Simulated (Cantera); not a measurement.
Cantera with NASA thermochemical tables; ideal gases at 1 bar, condensed phases pure. Values are per mole of reaction as written; species without (g) are pure solids or liquids, kept so even where they would boil at 1 bar.

Task: Between 1475 and 1675 K, where is each reaction favourable under standard conditions?
- O₂(g) + 4 LiCl ⇌ 2 Cl₂(g) + 2 Li₂O

Result: 
- O₂(g) + 4 LiCl ⇌ 2 Cl₂(g) + 2 Li₂O: ΔG° is 416 kJ at 1475 K and 429 kJ at 1675 K; it stays positive (K < 1). ΔH° is 319 kJ and ΔS° -66 J/K at 1675 K.
